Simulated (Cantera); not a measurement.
Cantera with NASA thermochemical tables; ideal gases at 1 bar, condensed phases pure. Values are per mole of reaction as written; species without (g) are pure solids or liquids, kept so even where they would boil at 1 bar.

Problem. Between 823 and 1073 K, where is each reaction favourable under standard conditions?
- 0.6667 Al + Cl2(g) ⇌ 0.3333 Al2Cl6(g)
- Fe + Cl2(g) ⇌ FeCl2
- Pb + Cl2(g) ⇌ PbCl2(g)

Solution. 
- 0.6667 Al + Cl2(g) ⇌ 0.3333 Al2Cl6(g): ΔG° is -364 kJ at 823 K and -343 kJ at 1073 K; it stays negative (K > 1). ΔH° is -437 kJ and ΔS° -88 J/K at 1073 K.
- Fe + Cl2(g) ⇌ FeCl2: ΔG° is -238 kJ at 823 K and -214 kJ at 1073 K; it stays negative (K > 1). ΔH° is -290 kJ and ΔS° -70 J/K at 1073 K.
- Pb + Cl2(g) ⇌ PbCl2(g): ΔG° is -194 kJ at 823 K and -197 kJ at 1073 K; it stays negative (K > 1). ΔH° is -185 kJ and ΔS° 11 J/K at 1073 K.
